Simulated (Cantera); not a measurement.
A perfectly stirred reactor is fed with H2 : O2 : N2 : H2O = 1.7 : 1 : 16 : 0.031 (molar parts), equivalence ratio 0.85, at 113 Torr; it is held at 950 K, and followed from long to short residence time.

Computed with Cantera and GRI-Mech 3.0 (53 species, 325 reactions). The temperature is held fixed by assumption; the heat of reaction is taken as removed at once.

One state of this run: x H2 = 0.00725; x O2 = 0.0123; x O = 0.000285; x H2O = 0.0878; x OH = 0.000182; x NO = 4.27e-7. x: mole fraction; the columns are a selection and need not sum to one.

Question: Which value of τ (s) does it belong to?
A. 0.24
B. 0.038
C. 0.45
D. 0.070

Answer: B, 0.038
